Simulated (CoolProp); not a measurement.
A single-stage vapour-compression cycle with R113: evaporating at 288.15 K (dew point), condensing at 346.15 K (bubble point), superheat 10 K, subcooling 2 K, compressor efficiency 0.9, no pressure losses. Each further row changes one setting.

The numbers come from the reference Helmholtz-energy equation of state, Marx 1992 in CoolProp.

```tsv
case	cooling COP	pressure ratio	discharge temperature (K)	refrigerating effect (kJ/kg)	volumetric capacity (kJ/m³)
as stated	3.57	7.36	347.5	108	247
evaporating temperature 293.15 K	4.08	5.97	347.7	111	309
condensing temperature 341.15 K	4.02	6.39	343.7	113	258
subcooling 7 K	3.73	7.36	347.5	113	258
superheat 20 K	3.66	7.36	358.0	115	254
compressor efficiency 0.8	3.18	7.36	352.7	108	247
```
